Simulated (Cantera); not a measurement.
Feed: 1 mol C6H6, 0.18 mol H2O, held at 101000 Pa.

Method: chemical equilibrium by Gibbs-energy minimisation in Cantera with the NASA 1993 tables (ideal gas, pure condensed phases). Candidate condensed phases: C, C6H6, C7H8, C8H18, H2O; 131 gas species. Ions and electrons are included (thermal ionisation). The numbers say what is thermodynamically allowed, not how fast it happens. All values below are at 4000 K.

Base state: H 0.541, C3 0.162, H2 0.117, C2H 0.0479, C 0.0356, C2 0.0343, CO 0.0247, C2H2 (acetylene) 0.0211 (mole fractions); condensed: gas only.

Task: What changes in the equilibrium state with this change: H2O from 0.18 to 5.6 mol?

Result: 
```tsv
species	before	after
H	0.541	0.578
CO	0.0247	0.276
H2	0.117	0.133
C3	0.162	0.00124
C2H	0.0479	0.00199
C2	0.0343	0.00133
C2H2 (acetylene)	0.0211	0.000937
C	0.0356	0.00702
C6H2	0.000129	8.64e-9
C5	0.00956	2.85e-6
C4	0.00280	4.23e-6
C4H2	0.00158	2.72e-6
C2H2 (vinylidene)	0.000363	1.61e-5
```

Task: What changes in the equilibrium state with this change: H2O from 0.18 to 0.72 mol?

Result: 
| species | before | after |
|---|---|---|
| H | 0.541 | 0.546 |
| C3 | 0.162 | 0.122 |
| H2 | 0.117 | 0.119 |
| CO | 0.0247 | 0.0837 |
| C2H | 0.0479 | 0.0399 |
| C2 | 0.0343 | 0.0283 |
| C2H2 (acetylene) | 0.0211 | 0.0178 |
| C | 0.0356 | 0.0324 |
| C2O | 5.25e-6 | 1.62e-5 |
| C6H2 | 0.000129 | 7.41e-5 |
| C5 | 0.00956 | 0.00592 |
| C4 | 0.00280 | 0.00191 |
| C4H2 | 0.00158 | 0.00110 |
